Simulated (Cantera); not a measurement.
Charge: 1 mol C₂F₆, 0.87 mol F₂, 0.84 mol HCl, at 625 °C and 1.00 bar.

Method: chemical equilibrium by Gibbs-energy minimisation in Cantera with the NASA 1993 tables (ideal gas, pure condensed phases). The feed counts by its element totals alone. Condensed phases not in the tables: fluorocarbon polymer. Gases not in the tables: C₂F₆ and larger saturated fluorocarbons. Kinetics and transport are ignored.

```
species            before     after
----------------  -------  --------
CF₄                 0.653     0.960
HF                 0.0742    0.0147
HCl                 0.225    0.0129
Cl₂                0.0247   0.00250
CClF₃              0.0222   0.00944
CCl₄              1.43e-5   1.46e-7
CCl₃F             6.07e-5   2.15e-6
CCl₂F₂            0.00112  0.000138
Cl                1.12e-5   3.56e-6
C(graphite), mol   0.0997    0.0675
```
Gas species are given as mole fractions.

### Question
Which change was made?
A) C₂F₆ replaced by CH₂F₂
B) HCl from 0.84 to 0.055 mol
C) C₂F₆ replaced by c-C₄F₈
D) pressure from 1.00 bar to 0.00180 bar

### Answer
B, HCl from 0.84 to 0.055 mol
